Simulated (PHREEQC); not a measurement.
PHREEQC input (ion-association model, phreeqc.dat):

```
SOLUTION 0
  temp 40
  units mmol/kgw
  pH 7 charge
  Cl 82.01
  Ba 41
SOLUTION 1-30
  temp 40
  units mmol/kgw
  pH 7 charge
  Cl 48.01
  Mn(2) 24
END
EXCHANGE 1-30
  X 0.027
  -equilibrate 1
END
SELECTED_OUTPUT 1
  -reset false
  -pH true
  -pe true
  -ionic_strength true
  -water true
  -step true
  -totals Ba Cl Mn Mn(2) Mn(3)
  -molalities MnX2 BaX2
  -saturation_indices Pyrochroite
PRINT
  -reset false
TRANSPORT
  -cells 30
  -shifts 90
  -lengths 0.0166667
  -time_step 720
  -dispersivities 0.04
  -boundary_conditions flux flux
  -correct_disp true
  -punch_cells 30
  -punch_frequency 3
END
```

Selected output (columns that matter, 15 of 31 rows; pore volumes added in front):

```
pore volumes	pH	mu	Ba	Cl	Mn	m_MnX2	m_BaX2	si_Pyrochroite
0	5.0718	0.068366	0	0.04801	0.024	0.0135	0	-7.0721
0.2167	5.0718	0.068367	9.1578e-15	0.04801	0.024	0.0135	1.4919e-14	-7.0721
0.4167	5.072	0.069094	9.6698e-08	0.04854	0.024265	0.0135	1.559e-07	-7.0685
0.6167	5.0734	0.074974	4.9745e-05	0.052827	0.026359	0.013426	7.3772e-05	-7.0416
0.9167	5.0776	0.091592	0.0039618	0.064548	0.028307	0.0095573	0.0039427	-7.0322
1.1167	5.0814	0.10249	0.013553	0.071238	0.022061	0.0047805	0.0087195	-7.1503
1.3167	5.0846	0.11071	0.023573	0.075792	0.014318	0.0022829	0.011217	-7.3436
1.5167	5.0868	0.11602	0.030696	0.078571	0.0085846	0.0011534	0.012347	-7.5689
1.7167	5.088	0.11916	0.035117	0.080161	0.0049583	0.00060696	0.012893	-7.8089
1.9167	5.0888	0.12093	0.037706	0.081034	0.0028063	0.00032657	0.013173	-8.057
2.1167	5.0892	0.1219	0.039177	0.081502	0.0015692	0.00017764	0.013322	-8.3099
2.4167	5.0895	0.12258	0.040259	0.081822	0.00064735	7.1852e-05	0.013428	-8.6948
2.6167	5.0896	0.12279	0.040595	0.081914	0.00035675	3.9359e-05	0.013461	-8.9536
2.8167	5.0896	0.12289	0.040779	0.081961	0.00019604	2.1558e-05	0.013478	-9.2137
3.0167	5.0897	0.12295	0.04088	0.081985	0.00010751	1.1801e-05	0.013488	-9.4746
```

At this temperature some constants are extrapolated from 25 °C, and those without enthalpy data are left unchanged.
